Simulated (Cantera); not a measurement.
**Thermodynamics of fluorocarbon and chlorocarbon gases, feed CF4 + H2**

Feed: 1 mol CF4, a varied amount of H2, held at 1000 K and 16.0 Pa.

Cantera equilibrium calculation (NASA polynomials, part measured and part estimated; ideal gas, pure solids and liquids). Candidate condensed phases: C, C6H6, C7H8, C8H18; 95 gas species. Gases not in the tables: C2F6 and larger saturated fluorocarbons. The numbers say what is thermodynamically allowed, not how fast it happens.

From 0.37 mol H2 to 8.2 mol H2 the condensed part is C(graphite). The main C-bearing gas is CF4 at 0.37 mol H2 and CH4 at 8.2 mol H2.

```
n(H2) (mol)   x HF      x H2   x CF4    x CH4  n C(graphite)
-----------  -----  --------  ------  -------  -------------
0.37         0.476  8.18e-12   0.524   <1e-12          0.185
1.7          0.958  1.17e-10  0.0423   <1e-12          0.850
3            0.800     0.200  <1e-12  6.11e-7          1.000
4.3          0.635     0.365  <1e-12  2.04e-6          1.000
5.6          0.526     0.474  <1e-12  3.43e-6          1.000
6.9          0.449     0.551  <1e-12  4.63e-6          1.000
8.2          0.392     0.608  <1e-12  5.64e-6          1.000
```
x: gas mole fraction; n: condensed amount in mol.
